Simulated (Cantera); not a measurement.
A closed system holds: 1 mol Si₂H₆, 2.2 mol HCl, 20 mol H₂, held at 1025 °C and 0.825 Torr.

Equilibrium computed with Cantera from the NASA thermochemical tables; the gas is ideal and each condensed phase is pure. Candidate condensed phases: Si; 19 gas species. The feed counts by its element totals alone. The tables' values for SiCl₃ are old estimates; treat these amounts as uncertain. Kinetics and transport are ignored.

Base state: H₂ 0.925, HCl 0.0632, SiCl₂ 0.0115, SiCl₃ 0.000283, SiCl₄ 4.15e-5, H 3.11e-5, SiHCl₃ 2.74e-5 (mole fractions); condensed: Si(s).

### Question
What changes in the equilibrium state with this change: pressure from 0.825 Torr to 195 Torr?

### Answer
```tsv
species	before	after
H₂	0.925	0.938
HCl	0.0632	0.0478
SiCl₂	0.0115	0.00650
SiH₃Cl	6.68e-8	1.21e-5
SiH₂Cl₂	2.55e-6	0.000346
Si(s), mol	1.70	1.63
```
